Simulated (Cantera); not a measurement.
Input: 1 mol Fe2O3, a varied amount of H2, 39 mol N2, held at 1923.15 K and 3.15 Torr.

These are equilibrium values from Cantera (NASA tables, ideal gas, pure condensed phases), not measurements of a reactor. Candidate condensed phases: Fe, FeO, Fe(OH)2, Fe(OH)3, Fe2O3, Fe3O4, H2O; 27 gas species. Kinetics and transport are ignored.

Task: At 820 mol H2, list the 4 most abundant gas species with their mole fractions, and the condensed phases.

Result: H2 0.935, N2 0.0450, H 0.0141, H2O 0.00346. Condensed: gas only.
